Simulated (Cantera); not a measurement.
Charge: 1 mol SiCl4, 0.39 mol N2, 0.33 mol H2, held at 1048 K and 1.33 mbar.

Equilibrium computed with Cantera from the NASA thermochemical tables; the gas is ideal and each condensed phase is pure. Candidate condensed phases: NH4Cl, Si, Si3N4; 28 gas species. N2 is the only nitrogen source here; it is nearly inert below about 1500 K, so the nitride shown seldom forms there in practice. The tables' values for SiCl3 are old estimates; treat these amounts as uncertain. The numbers say what is thermodynamically allowed, not how fast it happens.

Base state: SiCl4 0.489, HCl 0.297, N2 0.172, H2 0.0378, SiCl3 0.00281, SiHCl3 0.000636, SiCl2 0.000295 (mole fractions); condensed: Si3N4(s).

Q: What changes in the equilibrium state with this change: temperature from 1048 K to 2148 K?

A: 
```json
[
 {"species": "Cl", "before": "2.96e-7", "after": "0.399"},
 {"species": "SiCl2", "before": "0.000295", "after": "0.283"},
 {"species": "HCl", "before": "0.297", "after": "0.187"},
 {"species": "SiCl4", "before": "0.489", "after": "0.000161"},
 {"species": "H2", "before": "0.0378", "after": "0.00153"},
 {"species": "N2", "before": "0.172", "after": "0.115"},
 {"species": "SiCl", "before": "<1e-9", "after": "0.00269"},
 {"species": "Si", "before": "<1e-9", "after": "0.00101"},
 {"species": "Cl2", "before": "<1e-9", "after": "0.000136"},
 {"species": "H", "before": "4.11e-8", "after": "0.00446"},
 {"species": "Si3N4(s), mol", "before": "0.0432", "after": "0"}
]
```
The tables' values for SiCl3, SiCl are old estimates; treat these amounts as uncertain.
